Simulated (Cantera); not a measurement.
Equilibrium for hydrogen reduction and annealing atmospheres: PbO + H2

Input: 1 mol PbO, 170 mol H2, at 1.20 bar.

These are equilibrium values from Cantera (NASA tables, ideal gas, pure condensed phases), not measurements of a reactor. Candidate condensed phases: H2O, Pb, PbO, PbO2, Pb3O4; 12 gas species. Rates play no part.

```
T (K)   x H2    x H2O      x Pb       x H  n Pb(l)
-----  -----  -------  --------  --------  -------
1050   0.994  0.00588   3.88e-5   7.38e-9    0.993
1150   0.994  0.00588  0.000241   6.79e-8    0.959
1250   0.993  0.00588   0.00111   4.40e-7    0.810
1350   0.990  0.00586   0.00408   2.16e-6    0.304
1450   0.988  0.00585   0.00585   8.58e-6        0
1550   0.988  0.00585   0.00585   2.86e-5        0
1650   0.988  0.00585   0.00585   8.24e-5        0
1750   0.988  0.00585   0.00585  0.000211        0
1850   0.988  0.00585   0.00585  0.000489        0
1950   0.987  0.00584   0.00584   0.00104        0
2050   0.986  0.00584   0.00584   0.00206        0
2150   0.985  0.00583   0.00584   0.00382        0
```
x: gas mole fraction; n: condensed amount in mol.

From 1050 K to 1350 K the condensed part is Pb(l). From 1450 K to 2150 K nothing is condensed. The main Pb-bearing gas is Pb throughout.
